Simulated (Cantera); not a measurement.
# Nitride etching: BN + F2 + N2 + H2O

Charge: 1 mol BN, 1.7 mol F2, 22 mol N2, 0.81 mol H2O, equilibrated at 6.30 Torr.

Cantera equilibrium calculation (NASA polynomials, part measured and part estimated; ideal gas, pure solids and liquids). Candidate condensed phases: B, BN, B2O3, B3O3H3, H2O; 62 gas species. The tables' values for BF2 are old estimates; treat these amounts as uncertain. The numbers say what is thermodynamically allowed, not how fast it happens.

| T (°C) | x N2 | x HF | x BOF | x BF3 | x H2O | x O2 | x F | x B3O3F3 |
|---|---|---|---|---|---|---|---|---|
| 925 | 0.903 | 0.0476 | 0.0107 | 0.0246 | 0.00844 | 0.00400 | 1.33e-9 | 0.00142 |
| 1025 | 0.896 | 0.0558 | 0.0190 | 0.0201 | 0.00413 | 0.00395 | 1.36e-8 | 0.000116 |
| 1125 | 0.894 | 0.0612 | 0.0224 | 0.0171 | 0.00146 | 0.00392 | 1.18e-7 | 5.13e-6 |
| 1225 | 0.893 | 0.0633 | 0.0236 | 0.0160 | 0.000461 | 0.00387 | 8.33e-7 | 2.66e-7 |
| 1325 | 0.892 | 0.0639 | 0.0240 | 0.0156 | 0.000151 | 0.00382 | 4.76e-6 | 1.84e-8 |
| 1425 | 0.892 | 0.0641 | 0.0241 | 0.0155 | 5.49e-5 | 0.00374 | 2.23e-5 | 1.71e-9 |
| 1525 | 0.892 | 0.0642 | 0.0242 | 0.0154 | 2.22e-5 | 0.00361 | 8.82e-5 | 2.07e-10 |
| 1625 | 0.891 | 0.0642 | 0.0243 | 0.0153 | 9.90e-6 | 0.00341 | 0.000299 | 3.19e-11 |
| 1725 | 0.891 | 0.0641 | 0.0246 | 0.0150 | 4.89e-6 | 0.00305 | 0.000874 | 6.08e-12 |
| 1825 | 0.890 | 0.0641 | 0.0252 | 0.0143 | 2.70e-6 | 0.00247 | 0.00220 | 1.43e-12 |
x: gas mole fraction; nothing condenses.

From 925 °C to 1825 °C nothing is condensed. The main B-bearing gas is BF3 at 925 °C and BOF at 1825 °C.
